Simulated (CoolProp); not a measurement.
Model: reference Helmholtz-energy equation of state, Lemmon 2009, in CoolProp.

Task: Give the vapour pressure (bar), vapour density (kg/m³), enthalpy of vaporisation (kJ/kg), surface tension (mN/m) of saturated propane at 217.5, 278.8 K.

Result: 
| T (K) | p (bar) | vapour density (kg/m³) | enthalpy of vaporisation (kJ/kg) | surface tension (mN/m) |
|---|---|---|---|---|
| 217.5 | 0.535 | 1.34 | 439 | 17.5 |
| 278.8 | 5.62 | 12.2 | 367 | 9.41 |

Surface tension comes from a separate correlation (Mulero 2012).
